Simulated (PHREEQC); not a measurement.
Solution (25 °C): 0.003 mol KOH, 0.00025 mol NaAlO2 and 0.00014 mol Na2CO3 per kg of water. Closed to the air; pH follows from the charge balance.

All values are PHREEQC results (ion-association model, phreeqc.dat), not measurements.

No solid was allowed to form.

### Question
Order these C species by the share of C that they hold, largest first: NaCO3-, CO3-2, HCO3-.

### Answer
CO3-2 (93 %), HCO3- (5.9 %), NaCO3- (0.71 %)

The pH is 11.44 and the ionic strength 0.00366 mol/kgw. Species that the database lacks are ignored.
